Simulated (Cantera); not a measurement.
Source: NASA polynomial tables (part measured, part estimated), evaluated in Cantera. Values are per mole of reaction as written; species without (g) are pure solids or liquids, kept so even where they would boil at 1 bar.

2 AlCl₃ + 3 F₂(g) → 2 AlF₃(g) + 3 Cl₂(g), with ΔH° = -1007.5 kJ and ΔS° = 395.4 J/K at 300 K.

**Question.** How far is the shortcut ΔG° ≈ ΔH°(300 K) − T·ΔS°(300 K) from the full temperature-dependent value at 448, 498, 548 K?

**Answer.** 
```tsv
T (K)	shortcut (kJ)	full (kJ)	difference (kJ)	difference in log10 K	condensed phases
448	-1184.6	-1182.9	-1.7	0.19	AlCl₃(s)
498	-1204.3	-1196.5	-7.9	0.82	AlCl₃(l)
548	-1224.1	-1206.9	-17.2	1.64	AlCl₃(l)
```
The shortcut ignores heat capacities and the phase changes listed.
